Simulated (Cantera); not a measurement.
A closed system holds: 1 mol C3H6, 0.077 mol NH3, 1.2 mol H2, held at 133 Pa.

Equilibrium computed with Cantera from the NASA thermochemical tables; the gas is ideal and each condensed phase is pure. Candidate condensed phases: C, C6H6, C7H8, C8H18; 92 gas species. Kinetics and transport are ignored. All values below are at 1700 °C.

Base state: H2 0.954, H 0.0361, N2 0.00807, HCN 0.00116, C2H2 (acetylene) 0.000611, HNC 6.28e-5 (mole fractions); condensed: C(graphite).

Question: What changes in the equilibrium state with this change: pressure from 133 Pa to 8200 Pa?

Answer: 
```tsv
species	before	after
H2	0.954	0.985
N2	0.00807	0.00819
H	0.0361	0.00468
CH4	5.54e-7	3.63e-5
C2H2 (acetylene)	0.000611	0.000631
HNC	6.28e-5	6.43e-5
HCN	0.00116	0.00119
C(graphite), mol	2.99	2.99
```

Question: What changes in the equilibrium state with this change: pressure from 133 Pa to 3200 Pa?

Answer: 
```
species             before     after
----------------  --------  --------
H2                   0.954     0.982
N2                 0.00807   0.00818
H                   0.0361   0.00748
CH4                5.54e-7   1.41e-5
C2H2 (acetylene)  0.000611  0.000629
C(graphite), mol      2.99      2.99
```
